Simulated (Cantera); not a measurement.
Standard-state values (1 bar) from the NASA 1993 polynomials, evaluated with Cantera. Values are per mole of reaction as written; species without (g) are pure solids or liquids, kept so even where they would boil at 1 bar.

2 SO₃(g) + SF₄(g) ⇌ 4 F(g) + 3 SO₂(g)

```json
[
 {"T (K)": "1200", "ΔH° (kJ)": "983.0", "ΔS° (J/K)": "574.5", "ΔG° (kJ)": "293.6", "log10 K": "-12.78"},
 {"T (K)": "1300", "ΔH° (kJ)": "982.1", "ΔS° (J/K)": "573.7", "ΔG° (kJ)": "236.2", "log10 K": "-9.49"},
 {"T (K)": "1400", "ΔH° (kJ)": "[?]", "ΔS° (J/K)": "[?]", "ΔG° (kJ)": "[?]", "log10 K": "[?]"},
 {"T (K)": "1500", "ΔH° (kJ)": "980.1", "ΔS° (J/K)": "572.3", "ΔG° (kJ)": "121.6", "log10 K": "-4.24"},
 {"T (K)": "1600", "ΔH° (kJ)": "[?]", "ΔS° (J/K)": "[?]", "ΔG° (kJ)": "[?]", "log10 K": "[?]"}
]
```

### Question
What belongs in the gaps?

### Answer

- 1400, ΔH° (kJ): 981.1
- 1400, ΔS° (J/K): 573.0
- 1400, ΔG° (kJ): 178.9
- 1400, log10 K: -6.67
- 1600, ΔH° (kJ): 979.1
- 1600, ΔS° (J/K): 571.6
- 1600, ΔG° (kJ): 64.4
- 1600, log10 K: -2.10
